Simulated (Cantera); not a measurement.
## Equilibrium for chlorosilane synthesis and conversion: Si + HCl + H₂

Input: 1 mol Si, 0.6 mol HCl, 0.42 mol H₂, at 750 Torr.

These are equilibrium values from Cantera (NASA tables, ideal gas, pure condensed phases), not measurements of a reactor. Candidate condensed phases: Si; 19 gas species. The tables' values for SiCl₃ are old estimates; treat these amounts as uncertain. Rates play no part.

```
T (°C)   x H₂  x SiCl₄  x SiHCl₃     x HCl   x SiCl₃  x SiH₂Cl₂  n Si(s)
------  -----  -------  --------  --------  --------  ---------  -------
452     0.806    0.123    0.0683  0.000447   9.92e-6    0.00265    0.834
502     0.806    0.124    0.0670  0.000961   3.07e-5    0.00280    0.835
552     0.805    0.124    0.0657   0.00188   8.27e-5    0.00294    0.835
602     0.804    0.124    0.0644   0.00340  0.000198    0.00305    0.836
652     0.803    0.124    0.0631   0.00575  0.000432    0.00315    0.836
702     0.801    0.124    0.0618   0.00919  0.000863    0.00322    0.837
752     0.798    0.123    0.0602    0.0140   0.00160    0.00327    0.838
802     0.793    0.121    0.0584    0.0204   0.00280    0.00330    0.839
852     0.787    0.118    0.0563    0.0286   0.00460    0.00330    0.841
```
x: gas mole fraction; n: condensed amount in mol.

From 452 °C to 852 °C the condensed part is Si(s). The main Si-bearing gas is SiCl₄ throughout.
